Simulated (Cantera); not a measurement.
Feed: 1 mol B, 21 mol H2, 0.66 mol NH3, equilibrated at 10.0 mbar.

These are equilibrium values from Cantera (NASA tables, ideal gas, pure condensed phases), not measurements of a reactor. Candidate condensed phases: B, BN; 15 gas species. Mutual solubility and eutectic melting of coexisting phases are not modelled. The tables' values for BH2 are old estimates; treat these amounts as uncertain. Kinetics and transport are ignored.

x: gas mole fraction; n: condensed amount in mol.

| T (K) | x H2 | x H | x N2 | x BH2 | x B | x BH3 | n B(s) | n BN(s) |
|---|---|---|---|---|---|---|---|---|
| 1348 | 1.000 | 2.31e-5 | 5.94e-9 | 1.71e-6 | 1.25e-12 | 2.71e-7 | 0.340 | 0.660 |
| 1398 | 1.000 | 4.73e-5 | 2.93e-8 | 3.18e-6 | 7.41e-12 | 3.62e-7 | 0.340 | 0.660 |
| 1448 | 1.000 | 9.22e-5 | 1.29e-7 | 5.66e-6 | 3.89e-11 | 4.74e-7 | 0.340 | 0.660 |
| 1498 | 1.000 | 0.000172 | 5.17e-7 | 9.68e-6 | 1.82e-10 | 6.08e-7 | 0.340 | 0.660 |
| 1548 | 1.000 | [?] | [?] | 1.60e-5 | [?] | [?] | 0.340 | 0.660 |
| 1598 | 0.999 | 0.000532 | 6.34e-6 | 2.56e-5 | 2.99e-9 | 9.51e-7 | 0.340 | 0.660 |
| 1648 | 0.999 | 0.000890 | 1.98e-5 | 3.97e-5 | 1.07e-8 | 1.16e-6 | 0.340 | 0.659 |
| 1698 | 0.998 | 0.00144 | 5.77e-5 | 6.00e-5 | 3.53e-8 | 1.41e-6 | 0.341 | 0.657 |
| 1748 | 0.997 | 0.00228 | 0.000158 | 8.86e-5 | 1.09e-7 | 1.68e-6 | 0.345 | 0.653 |
| 1798 | 0.996 | [?] | [?] | 0.000128 | [?] | [?] | 0.355 | 0.642 |
| 1848 | 0.994 | 0.00528 | 0.00101 | 0.000180 | 8.60e-7 | 2.31e-6 | 0.380 | 0.615 |
| 1898 | 0.990 | 0.00778 | 0.00236 | 0.000250 | 2.22e-6 | 2.67e-6 | 0.439 | 0.555 |
| 1948 | 0.983 | 0.0112 | 0.00530 | 0.000339 | 5.48e-6 | 3.04e-6 | 0.568 | 0.424 |

Q: What belongs in the gaps?

A: 
- 1798, x H: 0.00351
- 1798, x N2: 0.000410
- 1798, x B: 3.15e-7
- 1798, x BH3: 1.98e-6
- 1548, x H: 0.000308
- 1548, x N2: 1.89e-6
- 1548, x B: 7.73e-10
- 1548, x BH3: 7.66e-7
